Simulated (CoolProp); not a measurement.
Vapour-liquid equilibrium of R134a (1) + R141b (2) at 6.29 kPa; x and y are mole fractions of (1).

The numbers come from the multi-fluid Helmholtz-energy mixture model, Tillner-Roth 1994 and Lemmon 2006; pair parameters Bell 2016 in CoolProp.

```tsv
x	bubble temperature (K)	y at the bubble point	dew temperature at overall composition x (K)	liquid density (mol/L)
0.05	229.5	0.632	243.6	11.73
0.125	218.7	0.844	242.2	12.06
0.2	213.1	0.908	240.8	12.32
0.275	209.7	0.936	239.3	12.55
0.35	207.4	0.951	237.6	12.77
0.425	205.8	0.960	235.8	12.98
0.5	204.7	0.967	233.8	13.19
0.575	203.8	0.971	231.5	13.41
0.65	203.1	0.975	228.8	13.63
0.725	202.5	0.979	225.6	13.86
0.8	201.9	0.983	221.7	14.10
0.875	201.2	0.988	216.3	14.35
0.95	200.5	0.994	207.5	14.62
```

No azeotrope shows between x = 0.05 and 0.95.

Pair parameters are fitted to limited data, so mixtures are less certain than the pure fluids.
